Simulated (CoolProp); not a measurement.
A Linde-Hampson liquefier for dry air: isothermal reversible compression at 250 K from 1 atm to 5 MPa, throttling to 1 atm, return gas leaving the recuperator 0 K below the feed. Each further row changes one setting.

The numbers come from the reference Helmholtz-energy equation of state, Lemmon 2000 in CoolProp. It is a pseudo-pure fit of the blend.

```
case                        liquid yield per pass  compression work (kJ/kg of gas)
--------------------------  ---------------------  -------------------------------
as stated                                   0.042                              277
high pressure 10 MPa                        0.081                              324
warm-end temperature 280 K                  0.030                              312
warm-end gap 5 K                            0.029                              277
```
